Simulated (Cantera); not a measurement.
A perfectly stirred reactor is fed with 4.76 % C2H6, 95.2 % H2, at 0.000158 atm; it is held at 1700 K, and followed from long to short residence time.

Computed with Cantera and GRI-Mech 3.0 (53 species, 325 reactions). GRI-Mech 3.0 stops at C3 and has no aromatics, soot or wall deposition, so with more carbon than oxygen in the feed, carbon stays in small species such as C2H2 where larger ones or solid carbon would form. Radical loss at walls, strong at low pressure, is not modelled.

One state of this run: x C2H6 = 0.00504; x H2 = 0.919; x C2H = 1.94e-7; x C2H2 = 0.00579; x CH4 = 0.0495; x CH3 = 0.00938. x: mole fraction; the columns are a selection and need not sum to one.

### Question
Which value of τ (s) does it belong to?
A) 0.062
B) 0.00020
C) 0.020
D) 0.00064

### Answer
A, 0.062
